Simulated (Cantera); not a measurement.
## Stirred combustor or abatement burner

A perfectly stirred reactor is fed with 6.29 % CH4, 0.233 % C2H6, 11.1 % O2, 82.4 % N2, equivalence ratio 1.2, at 0.622 atm; it is adiabatic with a 575 K inlet, and is followed from long to short residence time, starting on the burning branch (τ in s: 0.18, 0.077, 0.032, 0.013, 0.0054, 0.0022, 0.00093, 0.00039, 0.00016, 6.6e-05).

Model: GRI-Mech 3.0 (53 species, 325 reactions), integrated in Cantera.

```
τ (s)    T (K)     x CH4   x C2H6      x O2     x NO2     x CH3     x NO   x CO2
-------  -----  --------  -------  --------  --------  --------  -------  ------
0.18      1722   5.35e-5  1.66e-7  0.000173  3.00e-10   2.20e-5  7.33e-5  0.0408
0.077     1717   5.99e-5  2.59e-7  0.000281  4.23e-10   2.79e-5  8.03e-5  0.0406
0.032     1710   8.20e-5  4.47e-7  0.000491  5.95e-10   3.95e-5  8.48e-5  0.0404
0.013     1700  0.000132  8.46e-7  0.000903  8.19e-10   6.14e-5  8.51e-5  0.0399
0.0054    1684  0.000236  1.71e-6   0.00170   1.07e-9  0.000101  7.79e-5  0.0388
0.0022    1656  0.000504  4.13e-6   0.00357   1.31e-9  0.000185  5.76e-5  0.0361
0.00093    575    0.0629  0.00233     0.111    <1e-12    <1e-12   <1e-12  <1e-12
0.00039    575    0.0629  0.00233     0.111    <1e-12    <1e-12   <1e-12  <1e-12
0.00016    575    0.0629  0.00233     0.111    <1e-12    <1e-12   <1e-12  <1e-12
6.6e-5     575    0.0629  0.00233     0.111    <1e-12    <1e-12   <1e-12  <1e-12
```
x: mole fraction; the columns are a selection and need not sum to one.
